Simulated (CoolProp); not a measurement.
Aqueous sodium chloride as a coolant, at 28 °C, 1 atm.

Values from CoolProp's Melinder's fits for secondary coolants.

```
mass %  freezing point (°C)  conductivity (W/(m K))  Prandtl number  viscosity (mPa s)  cp (kJ/(kg K))
------  -------------------  ----------------------  --------------  -----------------  --------------
2.4                    -1.4                   0.609            5.75              0.863           4.055
4.2                    -2.5                   0.607            5.83              0.892           3.971
6.1                    -3.8                   0.605            5.94              0.925           3.888
7.9                    -5.0                   0.604            6.05              0.958           3.814
9.7                    -6.3                   0.602            6.18              0.994           3.744
11.6                   -7.8                   0.600            6.34               1.04           3.675
13.4                   -9.4                   0.598            6.51               1.08           3.614
15.2                  -11.1                   0.596            6.72               1.13           3.555
17.1                  -13.1                   0.594            6.97               1.18           3.498
18.9                  -15.1                   0.592            7.25               1.24           3.447
20.7                  -17.4                   0.590            7.59               1.32           3.399
```
